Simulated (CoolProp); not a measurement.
Properties of R1123 at several states (Tc = 58.6 °C, pc = 4.549 MPa, ω = 0.243).

Values from CoolProp's reference Helmholtz-energy equation of state, Akasaka 2020.

```
T (°C)  p (MPa)  phase  cp (kJ/(kg K))  cv (kJ/(kg K))  speed of sound (m/s)  isothermal compressibility (1/MPa)
------  -------  -----  --------------  --------------  --------------------  ----------------------------------
-63.65   0.0229    gas          0.6686          0.5630                 157.5                               44.04
92.55    0.0311    gas          0.9506          0.8484                 203.5                               32.21
86.85     0.213    gas          0.9502          0.8424                 200.3                               4.754
92.05      1.11    gas          0.9995          0.8605                 194.0                              0.9640
```
